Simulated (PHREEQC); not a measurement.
Phosphoric acid bath

Dissolve 12 mmol/kgw KH2PO4 and 92 mmol/kgw HF at 74 °C. Closed to the air; pH follows from the charge balance.

Model: ion-association model, phreeqc.dat, run in PHREEQC.

Each row changes one thing in this solution. Precipitation was switched off in this run.

```tsv
case	pH	ionic strength (mol/kgw)	HF (mol/kgw)	F- (mol/kgw)	HF2- (mol/kgw)
as made	2.45	0.0160	0.0805	0.00675	0.00236
KH2PO4 left out	2.26	0.00593	0.0845	0.00433	0.00159
temperature from 74 to 65 °C	2.40	0.0164	0.0798	0.00717	0.00252
diluted 2-fold with water	2.58	0.00891	0.0401	0.00434	0.000758
temperature from 74 to 40 °C	2.27	0.0180	0.0779	0.00855	0.00279
KH2PO4 from 0.012 to 0.006 mol/kgw	2.37	0.0107	0.0824	0.00559	0.00200
KH2PO4 from 0.012 to 0.06 mol/kgw	2.75	0.0621	0.0706	0.0133	0.00407
HF from 0.092 to 0.138 mol/kgw	2.31	0.0175	0.122	0.00753	0.00401
```

Away from 25 °C the constants follow the database's enthalpies or fits; those with neither stay at their 25 °C values.
